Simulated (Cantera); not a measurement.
Charge: 1 mol SiH₂Cl₂, 1.5 mol N₂O, 1.9 mol N₂, at 1525 K and 10.0 Torr.

Equilibrium computed with Cantera from the NASA thermochemical tables; the gas is ideal and each condensed phase is pure. Candidate condensed phases: H₂O, NH₄Cl, Si, SiO₂, Si₂N₂O, Si₃N₄; 47 gas species. Mutual solubility and eutectic melting of coexisting phases are not modelled. The tables' values for SiCl₃ are old estimates; treat these amounts as uncertain. The tables hold silica as quartz up to 1696 K and as liquid above; real silica turns to tridymite and cristobalite and melts near 1996 K. The numbers say what is thermodynamically allowed, not how fast it happens.

Base state: N₂ 0.627, HCl 0.325, H₂ 0.0272, SiCl₂ 0.00868, SiCl₄ 0.00603, SiCl₃ 0.00420, SiO 0.00159, Cl 0.000324 (mole fractions); condensed: SiO₂(β-quartz) + Si₂N₂O(s).

**Question.** What changes in the equilibrium state with this change: pressure from 10.0 Torr to 1.00 Torr?

**Answer.** 
```csv
species,before,after
N₂,0.627,0.611
HCl,0.325,0.295
H₂,0.0272,0.0321
SiO,0.00159,0.0320
SiCl₂,0.00868,0.0246
SiCl₄,0.00603,0.00120
SiHCl₃,5.71e-5,1.47e-5
H,3.38e-5,0.000116
Cl,0.000324,0.000856
"SiO₂(β-quartz), mol",0.697,0.661
"Si₂N₂O(s), mol",0.0973,0
```
